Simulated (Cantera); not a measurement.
A freely propagating, adiabatic, planar premixed flame of 42.3 % H2, 10.7 % O2, 47.1 % N2, equivalence ratio 2.0, unburnt at 600 K and 100.0 Torr; mixture-averaged transport, grid criteria slope 0.08 and curve 0.16, no radiation.

Detailed kinetics in Cantera: the H2/O2 subset of GRI-Mech 3.0, which has no nitrogen chemistry. Burning velocities carry a grid error of a few per cent, more on coarse grids.

Task: Predict: laminar burning velocity; thermal thickness; peak x(OH); peak x(H); peak x(H2O2); peak x(HO2).

Result: 
```json
{
 "laminar_burning_velocity": "631 cm/s",
 "thermal_thickness": "6.42 mm",
 "peak x(OH)": "0.00461",
 "peak x(H)": "0.123",
 "peak x(H2O2)": "4.61e-7",
 "peak x(HO2)": "3.85e-5"
}
```
